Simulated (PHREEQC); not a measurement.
## Reverse-osmosis permeate: speciation

Model water analysis in mg/L, 25 °C, pH 6.75, pe -1.2: Na 0.494; K 0.281; Ca 1.33; Mg 0.474; Cl 0.247; S(6) as SO4 4.04; Alkalinity as HCO3 2.94; N(-3) as NH4 0.000262; F 0.00345; B 0.000609; Fe(2) 0.0337; Mn(2) 0.0474.

Valence states are taken as typed.

The numbers come from PHREEQC with the ion-association model, phreeqc.dat.

This is a speciation only: nothing precipitates in the calculation.

### Question
Predict the charge-balance error.

### Answer
charge-balance error -0.9 %.

### Question
In which forms is C present?

### Answer
HCO3- 72 %, CO2 28 % of the C.

Complexes and solids missing from the database can't appear. Real BF4- forms and hydrolyses slowly; the run takes it at equilibrium. Fluoro complexes past AlF4- and FeF3 are missing from the database.
